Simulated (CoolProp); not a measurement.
A simple Rankine cycle with n-hexane: condensing at 318.15 K, boiler at 0.69 MPa, turbine inlet 458.7 K, turbine efficiency 0.65, pump efficiency 0.7, no recuperator. Each further row changes one setting.

The numbers come from the reference Helmholtz-energy equation of state, Thol 2019 in CoolProp.

```csv
case,thermal efficiency (%),net work (kJ/kg),heat in (kJ/kg),turbine exit temperature (K),volume ratio over the turbine
as stated,11.0,68.6,625,420.4,15.9
turbine inlet 478.7 K,10.7,72.5,676,441.0,15.6
condensing temperature 310.15 K,11.8,76.2,644,416.7,21.4
boiler pressure 0.483 MPa,9.7,61.3,632,426.7,10.8
turbine efficiency 0.55,9.2,57.8,625,425.2,16.1
```
